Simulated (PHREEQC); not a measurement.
A solution holds 0.97 mmol/kgw LiF and 0.32 mmol/kgw NaHF2, at 80 °C. It is in equilibrium with CO2 at log p = -3.4 (atm). Otherwise closed; pH follows from the charge balance.

Equilibrium calculation in PHREEQC: ion-association model, wateq4f.dat.

No solid was allowed to form.

### Question
Predict the pH, ionic strength.

### Answer
pH 4.32; ionic strength 0.00134 mol/kgw.

### Question
In which forms is C present?

### Answer
CO2 99 %, HCO3- 1.0 % of the C.

Constants without temperature data keep their 25 °C values here.
